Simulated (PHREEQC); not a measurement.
Consider water at 10 °C with 0.023 mol/kgw HF, 0.003 mol/kgw CaCl2 and 8.4e-05 mol/kgw MnSO4. Closed to the air; pH follows from the charge balance.

All values are PHREEQC results (ion-association model, wateq4f.dat), not measurements.

```
quantity                      before    after
---------------------------  -------  -------
pH                              2.41     2.99
ionic strength (mol/kgw)      0.0135  0.00200
SO4-2 (mol/kgw)              5.93e-5  7.64e-6
CaSO4 (mol/kgw)              1.23e-5  2.67e-7
HSO4- (mol/kgw)              1.18e-5  4.87e-7
MnCl+ (mol/kgw)              1.28e-6  1.68e-8
SI of Gypsum (CaSO4:2H2O)      -2.55    -4.22
SI of Portlandite (Ca(OH)2)   -21.91   -21.64
```

**Question.** What was changed between the two runs?
(A) HF left out
(B) CaCl2 from 0.003 to 0.0003 mol/kgw
(C) diluted 10-fold with water

**Answer.** C, diluted 10-fold with water

No solid was allowed to form. Some of these states are supersaturated (in Fluorite, for instance). wateq4f.dat counts part of the HF as a dimer, H2F2, which phreeqc.dat doesn't know; its constant is uncertain. Constants without temperature data keep their 25 °C values here.
